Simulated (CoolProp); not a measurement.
The numbers come from the reference Helmholtz-energy equation of state, Gedanitz 2015 in CoolProp.

Problem. Give the vapour pressure (kPa), liquid density (kg/m³), vapour density (kg/m³) of saturated cyclopentane at 371 K.

Solution. 
| T (K) | p (kPa) | liquid density (kg/m³) | vapour density (kg/m³) |
|---|---|---|---|
| 371 | 396 | 662 | 9.92 |
